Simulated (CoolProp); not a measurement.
Model: reference Helmholtz-energy equation of state, Outcalt 1996, in CoolProp. It is a modified Benedict-Webb-Rubin equation, recast in Helmholtz form.

**Question.** Give the vapour pressure (bar), enthalpy of vaporisation (kJ/kg), vapour Z, surface tension (mN/m) of saturated R152A at 59.95 °C.

**Answer.** 
```csv
T (°C),p (bar),enthalpy of vaporisation (kJ/kg),vapour Z,surface tension (mN/m)
59.95,15.0,229,0.742,5.27
```

Surface tension comes from a separate correlation (Mulero 2012).
